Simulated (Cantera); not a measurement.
**Reactions in the system Cu-F-H**

Standard-state values (1 bar) from the NASA 1993 polynomials, evaluated with Cantera. Values are per mole of reaction as written; species without (g) are pure solids or liquids, kept so even where they would boil at 1 bar.

2 H(g) + CuF2 ⇌ Cu + 2 HF(g)

```tsv
T (K)	ΔH° (kJ)	ΔS° (J/K)	ΔG° (kJ)	log10 K
2148	-561.3	-43.5	-467.9	11.38
2223	-564.3	-44.9	-464.5	10.92
2298	-567.3	-46.2	-461.1	10.48
2373	-570.3	-47.5	-457.6	10.07
2448	-573.2	-48.7	-454.0	9.69
```
